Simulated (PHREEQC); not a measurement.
**Leach liquor: an equilibrium model**

A solution holds 0.0048 mol/kgw H2SO4, 0.015 mol/kgw MnSO4 and 0.00014 mol/kgw Na2SO4, at 25 °C. Closed to the air; pH follows from the charge balance.

The numbers come from PHREEQC with the ion-association model, wateq4f.dat.

Each row changes one thing in this solution. Precipitation was switched off in this run.

```json
[
 {"case": "as made", "pH": "2.28", "ionic strength (mol/kgw)": "0.0489", "SO4-2 (mol/kgw)": "0.0118", "HSO4- (mol/kgw)": "0.00341"},
 {"case": "Na2SO4 replaced by NaF at the same molality", "pH": "2.28", "ionic strength (mol/kgw)": "0.0487", "SO4-2 (mol/kgw)": "0.0117", "HSO4- (mol/kgw)": "0.00336"},
 {"case": "diluted 100-fold with water", "pH": "4.04", "ionic strength (mol/kgw)": "0.000729", "SO4-2 (mol/kgw)": "0.000194", "HSO4- (mol/kgw)": "1.58e-6"},
 {"case": "0.021 mol/kgw CO2 added", "pH": "2.28", "ionic strength (mol/kgw)": "0.0489", "SO4-2 (mol/kgw)": "0.0118", "HSO4- (mol/kgw)": "0.00342"},
 {"case": "Na2SO4 left out", "pH": "2.28", "ionic strength (mol/kgw)": "0.0486", "SO4-2 (mol/kgw)": "0.0117", "HSO4- (mol/kgw)": "0.00340"},
 {"case": "temperature from 25 to 5 °C", "pH": "2.24", "ionic strength (mol/kgw)": "0.0537", "SO4-2 (mol/kgw)": "0.0132", "HSO4- (mol/kgw)": "0.00282"},
 {"case": "Na2SO4 from 0.00014 to 1.4e-05 mol/kgw", "pH": "2.28", "ionic strength (mol/kgw)": "0.0486", "SO4-2 (mol/kgw)": "0.0117", "HSO4- (mol/kgw)": "0.00340"},
 {"case": "MnSO4 left out", "pH": "2.14", "ionic strength (mol/kgw)": "0.0115", "SO4-2 (mol/kgw)": "0.00327", "HSO4- (mol/kgw)": "0.00167"}
]
```

At this temperature some constants are extrapolated from 25 °C, and those without enthalpy data are left unchanged.
